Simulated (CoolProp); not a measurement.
Properties of hydrogen chloride along the isobar 0.101 MPa (Tc = 324.7 K, pc = 8.314 MPa, ω = 0.130).

Computed with CoolProp (reference Helmholtz-energy equation of state, Thol 2018).

| T (K) | phase | density (kg/m³) | cv (kJ/(kg K)) | isothermal compressibility (1/MPa) | fugacity coefficient |
|---|---|---|---|---|---|
| 241 | gas | 1.860 | 0.5836 | 10.02 | 0.9881 |
| 264.4 | gas | 1.690 | 0.5794 | 9.990 | 0.9913 |
| 287.8 | gas | 1.549 | 0.5765 | 9.968 | 0.9934 |
| 311.2 | gas | 1.431 | 0.5746 | 9.953 | 0.9948 |
| 334.6 | gas | 1.329 | 0.5735 | 9.942 | 0.9959 |
| 357.9 | gas | 1.242 | 0.5729 | 9.935 | 0.9966 |
| 381.3 | gas | 1.165 | 0.5726 | 9.929 | 0.9972 |
| 404.7 | gas | 1.097 | 0.5727 | 9.924 | 0.9977 |
| 428.1 | gas | 1.037 | 0.5730 | 9.920 | 0.9981 |
| 451.5 | gas | 0.9826 | 0.5736 | 9.917 | 0.9984 |
| 474.9 | gas | 0.9339 | 0.5745 | 9.915 | 0.9986 |
